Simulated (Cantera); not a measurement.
Charge: 1 mol SiH4, a varied amount of N2, equilibrated at 1827 °C and 0.638 Torr.

Equilibrium computed with Cantera from the NASA thermochemical tables; the gas is ideal and each condensed phase is pure. Candidate condensed phases: Si, Si3N4; 18 gas species. The tables' values for SiN are old estimates; treat these amounts as uncertain. Gases not in the tables: Si2H6 and higher silanes. The numbers say what is thermodynamically allowed, not how fast it happens.

x: gas mole fraction; n: condensed amount in mol.

```tsv
n(N2) (mol)	x N2	x H2	x Si	x H	n Si(l)
0.22	0.0785	0.672	0.157	0.0876	0.539
0.35	0.118	0.634	0.157	0.0851	0.512
0.55	0.172	0.584	0.157	0.0817	…
0.88	0.244	0.517	0.157	0.0768	…
1.4	0.330	0.437	0.157	0.0706	…
2.2	0.422	0.352	0.157	0.0634	…
3.5	0.525	0.272	0.143	0.0557	0
5.5	0.633	0.206	0.110	0.0485	0
8.8	0.731	0.146	0.0805	0.0408	0
14	0.810	0.0988	0.0564	0.0336	0
22	0.868	0.0652	0.0387	0.0273	0
35	0.911	0.0412	0.0256	0.0217	0
```

Task: Some entries are withheld; supply them.

Result: 
- 0.55, n Si(l): 0.471
- 0.88, n Si(l): 0.404
- 1.4, n Si(l): 0.298
- 2.2, n Si(l): 0.137
